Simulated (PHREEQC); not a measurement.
Make-up at 20 °C: 1.4 mmol/kgw Pb(NO3)2, 0.15 mmol/kgw NaCl and 26 mmol/kgw Zn(NO3)2. Closed to the air; pH follows from the charge balance.

Model: ion-association model, wateq4f.dat, run in PHREEQC.

**Question.** The ionic strength comes out as 0.0817 mol/kgw. What activity coefficients do Na+, PbNO3+, PbOH+, Zn+2, ZnCl+ get?

**Answer.** Na+ 0.80, PbNO3+ 0.79, PbOH+ 0.79, Zn+2 0.43, ZnCl+ 0.79.

This is a speciation only: nothing precipitates in the calculation. Species that the database lacks are ignored.
